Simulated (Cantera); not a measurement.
Feed: 1 mol FeS, 3.6 mol SO2, 7 mol H2O, at 13000 Pa.

Cantera equilibrium calculation (NASA polynomials, part measured and part estimated; ideal gas, pure solids and liquids). Candidate condensed phases: Fe, FeO, Fe(OH)2, Fe(OH)3, FeS, FeSO4, FeS2, Fe2O3, Fe2(SO4)3, Fe3O4, H2O, H2SO4, S; 22 gas species. The tables' stoichiometric FeO is somewhat more stable than real wüstite, so its field is too wide. FeO: taken at fixed stoichiometry. Equilibrium is a limit: real reactors are often held back by kinetics, nucleation or transport. All values below are at 1500 K.

Base state: H2O 0.590, SO2 0.306, S2 0.0480, H2 0.0385, H2S 0.0111, SO 0.00371, S2O 0.00170, SH 0.000697 (mole fractions); condensed: FeO(s).

**Question.** What changes in the equilibrium state with this change: 0.36 mol CO2 added?

**Answer.** 
```tsv
species	before	after
H2O	0.590	0.571
SO2	0.306	0.298
S2	0.0480	0.0455
CO2	0	0.0272
H2S	0.0111	0.0104
H2	0.0385	0.0373
CO	0	0.00459
COS	0	4.26e-5
FeO(s), mol	1.000	1.000
```
Further candidate phases: C, C6H6, C7H8, C8H18, Fe(CO)5.
